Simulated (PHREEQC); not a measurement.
A solution holds 0.011 mol CaSO4, 0.0025 mol Na2SO4 and 0.056 mol NaCl per kg of water, at 25 °C. Closed to the air; pH follows from the charge balance.

The numbers come from PHREEQC with the ion-association model, phreeqc.dat.

| quantity | before | after |
|---|---|---|
| pH | 7.04 | 7.07 |
| ionic strength (mol/kgw) | 0.0961 | 0.0377 |
| SO4-2 (mol/kgw) | 0.0101 | 0.00998 |
| Ca+2 (mol/kgw) | 0.00872 | 0.00760 |
| CaSO4 (mol/kgw) | 0.00228 | 0.00340 |
| NaSO4- (mol/kgw) | 0.00114 | 0.000121 |
| SI of Gypsum (CaSO4:2H2O) | -0.30 | -0.13 |

Task: What was changed between the two runs?
A. NaCl from 0.056 to 0.0504 mol/kgw
B. temperature from 25 to 15 °C
C. NaCl left out
D. 0.00066 mol/kgw H3PO4 added
E. diluted 10-fold with water

Result: C, NaCl left out

This is a speciation only: nothing precipitates in the calculation.
